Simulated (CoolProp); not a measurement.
Vapour-liquid equilibrium of ethanol (1) + ethylbenzene (2) at 478.5 K; x and y are mole fractions of (1).

Model: multi-fluid Helmholtz-energy mixture model, Schroeder 2014 and Zhou 2012; pair parameters Bell 2016, in CoolProp.

```json
[
 {"x": "0.05", "bubble pressure, mixture model (MPa)": "0.7886", "bubble pressure, Raoult's law (MPa)": "0.6194", "y, mixture model": "0.377", "y, Raoult's law": "0.267"},
 {"x": "0.2", "bubble pressure, mixture model (MPa)": "1.477", "bubble pressure, Raoult's law (MPa)": "1.043", "y, mixture model": "0.664", "y, Raoult's law": "0.633"},
 {"x": "0.35", "bubble pressure, mixture model (MPa)": "1.915", "bubble pressure, Raoult's law (MPa)": "1.467", "y, mixture model": "0.748", "y, Raoult's law": "0.788"},
 {"x": "0.5", "bubble pressure, mixture model (MPa)": "[?]", "bubble pressure, Raoult's law (MPa)": "1.890", "y, mixture model": "0.799", "y, Raoult's law": "0.874"},
 {"x": "0.65", "bubble pressure, mixture model (MPa)": "[?]", "bubble pressure, Raoult's law (MPa)": "2.314", "y, mixture model": "0.846", "y, Raoult's law": "0.928"},
 {"x": "0.8", "bubble pressure, mixture model (MPa)": "2.855", "bubble pressure, Raoult's law (MPa)": "2.738", "y, mixture model": "0.901", "y, Raoult's law": "0.965"},
 {"x": "0.95", "bubble pressure, mixture model (MPa)": "[?]", "bubble pressure, Raoult's law (MPa)": "3.162", "y, mixture model": "0.972", "y, Raoult's law": "0.992"}
]
```

Problem. Fill in the missing entries.

Solution. 
- 0.5, bubble pressure, mixture model (MPa): 2.240
- 0.65, bubble pressure, mixture model (MPa): 2.541
- 0.95, bubble pressure, mixture model (MPa): 3.189

The largest gap from Raoult's law is +41.6 % in bubble pressure, at x = 0.2. No azeotrope shows between x = 0.05 and 0.95.

The pair parameters rest on a limited set of measurements; away from them the model extrapolates.
